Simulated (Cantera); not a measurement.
# Silicon oxide and oxynitride deposition: SiH2Cl2 + O2 + H2

Feed: 1 mol SiH2Cl2, 1 mol O2, 37 mol H2, at 1273 K and 39.0 Pa.

Equilibrium computed with Cantera from the NASA thermochemical tables; the gas is ideal and each condensed phase is pure. Candidate condensed phases: H2O, Si, SiO2; 30 gas species. The tables hold silica as quartz up to 1696 K and as liquid above; real silica turns to tridymite and cristobalite and melts near 1996 K. The numbers say what is thermodynamically allowed, not how fast it happens.

```json
{
 "x(H2)": "0.949",
 "x(HCl)": "0.0513",
 "x(H2O)": "4.20e-5",
 "x(SiO)": "4.18e-5",
 "x(H)": "3.52e-5",
 "x(Cl)": "1.62e-6",
 "n(SiO2(β-quartz))": "0.998 mol",
 "gas_amount": "39.00 mol",
 "log10 activity of Si(s) (absent)": "-4.75"
}
```
